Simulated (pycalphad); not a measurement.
Computed with pycalphad from the COST 507 light-alloy database (1999), at 1 atm. These are 1990s assessments: newer ones move some temperatures and phases. Not assessed as a whole: an extrapolation from subsystems, which can miss ternary compounds. Amounts are mole fractions of atoms.

Give the equilibrium state of Ti-2.32V-0.24Si (at.%) at 1050 K.

hcp, fraction 0.713, with 0.86 V, 0.14 Si at.%; bcc, fraction 0.287, with 5.9 V, 0.48 Si at.%.
